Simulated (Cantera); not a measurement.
Diamond growth

A diamond (100) surface in a fixed gas of H2 with x(CH4) = 0.016, x(CH3) = 1.3e-05, at 1125 K, 0.230 bar; coverages are run to steady state.

Model: the Harris–Goodwin 1993 mechanism for the reconstructed diamond (100) surface, integrated in Cantera.

```
x(H)     growth (µm/h)  θ c6HH  θ c6H*  θ c6*H   θ c6**    θ c6HM
-------  -------------  ------  ------  ------  -------  --------
0.0001           0.221   0.600  0.0244   0.365  0.00564   0.00337
0.00023          0.525   0.545  0.0275   0.412   0.0103   0.00360
0.00055           1.04   0.514  0.0292   0.436   0.0150   0.00308
0.0013            1.62   0.501  0.0300   0.448   0.0182   0.00207
0.003             2.08   0.495  0.0304   0.453   0.0200   0.00116
0.007             2.36   0.493  0.0307   0.455   0.0209  0.000566
0.016             2.50   0.492  0.0313   0.455   0.0213  0.000263
0.038             2.58   0.491  0.0324   0.455   0.0218  0.000115
0.09              2.66   0.491  0.0349   0.452   0.0224   4.97e-5
```
θ: site fractions in the mechanism's names (c6HH fully hydrogenated, c6H* and c6*H radical sites, c6** diradical, c6HM methylated).
